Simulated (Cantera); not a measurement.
Feed: 1 mol PbO, 0.84 mol N₂, at 0.0975 Torr.

Method: chemical equilibrium by Gibbs-energy minimisation in Cantera with the NASA 1993 tables (ideal gas, pure condensed phases). Candidate condensed phases: Pb, PbO, PbO₂, Pb₃O₄; 12 gas species. Kinetics and transport are ignored.

log p: log10 of the partial pressure in bar; n: condensed amount in mol.

| T (K) | log p N₂ | log p PbO | log p Pb | log p O₂ | log p NO | log p O | n PbO(yellow) |
|---|---|---|---|---|---|---|---|
| 773 | -3.89 | -10.79 | -11.38 | -11.69 | -13.30 | <-15 | 1.00 |
| 798 | -3.89 | -10.20 | -10.81 | -11.11 | -12.82 | <-15 | 1.000 |
| 823 | -3.89 | [?] | [?] | [?] | [?] | <-15 | 1.000 |
| 848 | -3.89 | -9.12 | -9.76 | -10.07 | -11.95 | <-15 | 1.000 |
| 873 | -3.89 | -8.63 | -9.29 | -9.59 | -11.55 | <-15 | 1.000 |
| 898 | -3.89 | -8.16 | -8.84 | -9.14 | -11.17 | -15.87 | 1.000 |
| 923 | -3.89 | -7.72 | -8.41 | -8.72 | -10.81 | -15.26 | 1.000 |
| 948 | -3.89 | -7.31 | -8.01 | -8.32 | -10.48 | -14.69 | 1.000 |
| 973 | -3.89 | -6.92 | -7.63 | -7.94 | -10.16 | -14.14 | 0.999 |
| 998 | -3.89 | -6.55 | -7.27 | -7.57 | -9.85 | -13.62 | 0.998 |
| 1023 | -3.89 | [?] | [?] | [?] | [?] | [?] | 0.995 |
| 1048 | -3.89 | -5.86 | -6.60 | -6.91 | -9.29 | -12.65 | 0.989 |

Q: Some entries are withheld; supply them.

A: 
- 823, log p PbO: -9.64
- 823, log p Pb: -10.27
- 823, log p O₂: -10.57
- 823, log p NO: -12.37
- 1023, log p PbO: -6.19
- 1023, log p Pb: -6.93
- 1023, log p O₂: -7.23
- 1023, log p NO: -9.57
- 1023, log p O: -13.12
